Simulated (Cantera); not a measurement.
Cantera run:

```python
import numpy as np
import cantera as ct

gas_names = [...]  # 109 gases of nasa_gas.yaml made of C, Cl, H, Si
cond_names = """
    C(gr) C6H6(L) C7H8(L) C8H18(L),n-octa Si(cr) Si(L) SiC(b)
""".split()


# ... load() reads the species with a 1 bar reference pressure and builds the phases ...
atoms = {
    'SiH2Cl2': {'Si': 1, 'H': 2, 'CL': 2},
    'C2H4': {'C': 2, 'H': 4},
    'H2': {'H': 2},
    'CH4': {'C': 1, 'H': 4},
}
top_T = {'C(gr)': 4500, 'SiC(b)': 3050}  # K; cautious upper limits of use, not melting points


# ... equilibrate(T, P, feed) seeds the gas with the atoms and calls Mixture.equilibrate('TP', solver="vcs", rtol=1e-11, max_steps=5000) ...
results = []
T = 1623  # K
P = 110  # Pa
for m in [0.075, 0.28, 0.49, 0.7, 0.91, 1.1, 1.3, 1.5, 1.7, 1.9]:
    feed = {'SiH2Cl2': 1, 'C2H4': 0.011, 'H2': 5.5, 'CH4': m}  # mol
    mix = equilibrate(T, P, feed)
    results.append((T, P, feed, dict(zip(mix.species_names, mix.species_moles))))

top = {s: max(r[3][s] / sum(r[3][g] for g in gas_names) for r in results) for s in gas_names}
cols = sorted((s for s in top if top[s] > 0.001), key=lambda s: -top[s])[:9]
seen = [c for c in cond_names if any(r[3].get(c, 0) > 1e-12 for r in results)]
print("log10 of partial pressures in bar; condensed amounts in mol")
print(f"{'n(CH4)':>10s}" + "".join(f"{s[:9]:>10s}" for s in cols + seen))
for T, P, feed, n in results:
    ng = sum(n[g] for g in gas_names)
    print(f"{feed['CH4']:10.4g}" + "".join(f"{np.log10(max(n[s] / ng * P / 1e5, 1e-99)):10.3f}" for s in cols)
          + "".join(f"{n.get(c, 0):10.4g}" for c in seen))
```

It prints:

```
log10 of partial pressures in bar; condensed amounts in mol
    n(CH4)        H2       HCL     SiCL2         H     C(gr)    Si(cr)    SiC(b)
     0.075    -3.053    -3.864    -4.131    -5.687         0    0.3812     0.097
      0.28    -3.048    -3.877    -4.162    -5.684         0    0.1864     0.302
      0.49    -3.045    -3.879    -4.205    -5.683         0         0     0.512
       0.7    -3.053    -3.751    -4.470    -5.687         0         0     0.722
      0.91    -3.060    -3.660    -5.102    -5.690         0         0     0.932
       1.1    -3.058    -3.655    -5.653    -5.690    0.1414         0    0.9801
       1.3    -3.054    -3.672    -5.692    -5.687    0.3404         0     0.981
       1.5    -3.050    -3.689    -5.728    -5.685    0.5395         0    0.9819
       1.7    -3.047    -3.705    -5.764    -5.684    0.7387         0    0.9827
       1.9    -3.043    -3.720    -5.798    -5.682    0.9379         0    0.9834
```

Equilibrium computed with Cantera from the NASA thermochemical tables; the gas is ideal and each condensed phase is pure. Mutual solubility and eutectic melting of coexisting phases are not modelled. The tables' values for SiCl3, SiCl are old estimates; treat these amounts as uncertain.
